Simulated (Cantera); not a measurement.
A Cantera script and what it prints.

```python
import numpy as np
import cantera as ct

gas_names = """
    O
""".split()
cond_names = """
    Ti3O5(a) Ti3O5(b) Ti3O5(L) Ti(a) Ti(b) Ti(L)
""".split()


def load(file, names, dense=False):
    # The tables refer to 1 bar. Condensed volumes are neglected.
    table = {s.name: s for s in ct.Species.list_from_file(file)}
    out = []
    for n in names:
        d = dict(table[n].input_data)
        d["thermo"] = dict(d["thermo"], **{"reference-pressure": 1e5})
        if dense:
            d["equation-of-state"] = {"model": "constant-volume", "density": "1e6 g/cm^3"}
        out.append(ct.Species.from_dict(d))
    return out


species = {s.name: s for s in load("nasa_gas.yaml", gas_names) + load("nasa_condensed.yaml", cond_names)}
# Each term lists the table entries of one substance; the one whose range holds T is used.
reactions = {
    'Ti3O5 = 5 O(g) + 3 Ti':
        [(-1, ['Ti3O5(a)', 'Ti3O5(b)', 'Ti3O5(L)']), (5, ['O']), (3, ['Ti(a)', 'Ti(b)', 'Ti(L)'])],
}


def pick(names, T):
    return next(species[n] for n in names if species[n].thermo.min_temp <= T <= species[n].thermo.max_temp)


results = []
for label, terms in reactions.items():
    print(label)
    print("     T/K   dH/kJ  dS/(J/K)   dG/kJ   log10 K")
    for T in [2373, 2448, 2523, 2598, 2673]:
        used = [(nu, pick(names, T)) for nu, names in terms]
        dH = sum(nu * s.thermo.h(T) for nu, s in used) / 1e6
        dS = sum(nu * s.thermo.s(T) for nu, s in used) / 1e3
        dG = dH - T * dS / 1e3
        logK = -dG * 1e6 / (ct.gas_constant * T * np.log(10))
        results.append((label, T, dH, dS, dG, logK, [s.name for _, s in used]))
        print(f"{T:8g} {dH:8.1f} {dS:8.1f} {dG:8.1f} {logK:8.2f}")
```

Result:

```
Ti3O5 = 5 O(g) + 3 Ti
     T/K   dH/kJ  dS/(J/K)   dG/kJ   log10 K
    2373   3543.6    672.3   1948.2   -42.88
    2448   3541.9    671.6   1897.8   -40.49
    2523   3540.1    670.9   1847.5   -38.25
    2598   3538.4    670.2   1797.2   -36.13
    2673   3536.7    669.6   1747.0   -34.14
```

Cantera with NASA thermochemical tables; ideal gases at 1 bar, condensed phases pure. Condensed species are held in their standard states even where they would react or evaporate.
